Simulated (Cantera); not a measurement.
A Cantera script and what it prints.

```python
import numpy as np
import cantera as ct

gas_names = """
    C CH CH2 CH3 CH2OH CH3O CH4 CH3OH CO CO2 COOH C2 C2H CHCO,ketyl C2H2,acetylene C2H2,vinylidene
    CH2CO,ketene C2H3,vinyl CH3CO,acetyl C2H4 C2H4O,ethylen CH3CHO,ethanal CH3COOH (HCOOH)2 C2H5 C2H6
    CH3OCH3 C2H5OH C2O C3 C3H3,propargyl C3H4,allene C3H4,propyne C3H4,cyclo- C3H5,allyl C3H6,propylene
    C3H6,cyclo- C3H6O C3H7,n-propyl C3H7,i-propyl C3H8 C3H8O,1propanol C3H8O,2propanol C3O2 C4 C4H2
    C4H4,1,3-cyclo- C4H6,butadiene C4H6,2-butyne C4H6,cyclo- C4H8,1-butene C4H8,cis2-buten
    C4H8,tr2-butene C4H8,isobutene C4H8,cyclo- (CH3COOH)2 C4H9,n-butyl C4H9,i-butyl C4H9,s-butyl
    C4H9,t-butyl C4H10,isobutane C4H10,n-butane C5 C5H6,1,3cyclo- C5H8,cyclo- C5H10,1-pentene
    C5H10,cyclo- C5H11,pentyl C5H11,t-pentyl C5H12,n-pentane C5H12,i-pentane CH3C(CH3)2CH3 C6H2
    C6H5,phenyl C6H5O,phenoxy C6H6 C6H5OH,phenol C6H10,cyclo- C6H12,1-hexene C6H12,cyclo- C6H13,n-hexyl
    C7H7,benzyl C7H8 C7H8O,cresol C7H14,1-heptene C7H15,n-heptyl C7H16,n-heptane C8H8,styrene
    C8H10,ethylbenz C8H16,1-octene C8H17,n-octyl C8H18,isooctane C8H18,n-octane C9H19,n-nonyl
    C10H8,naphthale C10H21,n-decyl C12H9,o-bipheny C12H10,bipheny H HCO HO2 H2 HCHO,formaldehy HCOOH H2O
    H2O2 Mg MgH MgO MgOH MgO2H2 Mg2 O OH O2 O3
""".split()
cond_names = """
    C(gr) C6H6(L) C7H8(L) C8H18(L),n-octa H2O(s) H2O(L) Mg(cr) Mg(L) MgCO3(s) MgO(s) MgO(L) MgO2H2(s)
""".split()


def load(file, names, dense=False):
    # The tables refer to 1 bar. Condensed volumes are neglected.
    table = {s.name: s for s in ct.Species.list_from_file(file)}
    out = []
    for n in names:
        d = dict(table[n].input_data)
        d["thermo"] = dict(d["thermo"], **{"reference-pressure": 1e5})
        if dense:
            d["equation-of-state"] = {"model": "constant-volume", "density": "1e6 g/cm^3"}
        out.append(ct.Species.from_dict(d))
    return out


gas = ct.Solution(thermo="ideal-gas", species=load("nasa_gas.yaml", gas_names))
cond = {s.name: ct.Solution(thermo="fixed-stoichiometry", species=[s], name=s.name)
        for s in load("nasa_condensed.yaml", cond_names, dense=True)}
atoms = {
    'MgCO3': {'Mg': 1, 'C': 1, 'O': 3},
    'C': {'C': 1},
    'H2': {'H': 2},
}
top_T = {'C(gr)': 4500}  # K; cautious upper limits of use, not melting points


def equilibrate(T, P, feed):
    n = {}
    for name, mol in feed.items():
        for a, k in atoms[name].items():
            n[a] = n.get(a, 0.0) + k * mol
    gas.TPX = T, P, n
    mass = sum(n.values()) * gas.mean_molecular_weight
    gas.equilibrate("TP")
    valid = [c for c in cond.values() if c.min_temp <= T <= top_T.get(c.name, c.max_temp)]
    mix = ct.Mixture([(gas, mass / gas.mean_molecular_weight)] + [(c, 0.0) for c in valid])
    mix.T, mix.P = T, P
    mix.equilibrate("TP", solver="vcs", rtol=1e-11, max_steps=5000)
    return mix


results = []
feed = {'MgCO3': 1, 'C': 1.6, 'H2': 0.26}  # mol
P = 1000  # Pa
for T in [625, 675, 725, 775, 825, 875, 925, 975, 1025, 1075, 1125, 1175]:
    mix = equilibrate(T, P, feed)
    results.append((T, P, feed, dict(zip(mix.species_names, mix.species_moles))))

top = {s: max(r[3][s] / sum(r[3][g] for g in gas_names) for r in results) for s in gas_names}
cols = sorted((s for s in top if top[s] > 0.001), key=lambda s: -top[s])[:6]
seen = [c for c in cond_names if any(r[3].get(c, 0) > 1e-12 for r in results)]
print("log10 of partial pressures in bar; condensed amounts in mol")
print(f"{'T/K':>10s}" + "".join(f"{s[:9]:>10s}" for s in cols + seen))
for T, P, feed, n in results:
    ng = sum(n[g] for g in gas_names)
    print(f"{T:10.4g}" + "".join(f"{np.log10(max(n[s] / ng * P / 1e5, 1e-99)):10.3f}" for s in cols)
          + "".join(f"{n.get(c, 0):10.4g}" for c in seen))
```

Result:

```
log10 of partial pressures in bar; condensed amounts in mol
       T/K        CO       CO2        H2       H2O       CH4     C(gr)    MgO(s)
       625    -3.637    -2.118    -3.089    -2.886    -4.493      1.66         1
       675    -3.114    -2.144    -2.940    -3.049    -4.716     1.605         1
       725    -2.689    -2.218    -2.867    -3.273    -5.025     1.496         1
       775    -2.372    -2.387    -2.860    -3.577    -5.409     1.287         1
       825    -2.178    -2.703    -2.893    -3.970    -5.829      0.99         1
       875    -2.093    -3.155    -2.923    -4.406    -6.205    0.7553         1
       925    -2.065    -3.653    -2.935    -4.828    -6.514    0.6523         1
       975    -2.057    -4.132    -2.938    -5.216    -6.777    0.6179         1
      1025    -2.055    -4.573    -2.939    -5.570    -7.012    0.6066         1
      1075    -2.054    -4.974    -2.939    -5.891    -7.224    0.6027         1
      1125    -2.053    -5.340    -2.939    -6.184    -7.418    0.6012         1
      1175    -2.053    -5.674    -2.939    -6.452    -7.596    0.6006         1
```

Method: chemical equilibrium by Gibbs-energy minimisation in Cantera with the NASA 1993 tables (ideal gas, pure condensed phases).
